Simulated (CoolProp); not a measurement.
The numbers come from the reference Helmholtz-energy equation of state, Eisenbach 2021 in CoolProp.

Question: For propylene glycol, give the phase and the cp (kJ/(kg K)), speed of sound (m/s) at 411.2 K and 1.01 bar; 435.7 K and 1.01 bar; 484.5 K and 1.01 bar.

Answer: 
- 411.2 K and 1.01 bar: liquid; cp 3.11, speed of sound 1180
- 435.7 K and 1.01 bar: liquid; cp 3.24, speed of sound 1100
- 484.5 K and 1.01 bar: gas; cp 2.54, speed of sound 232
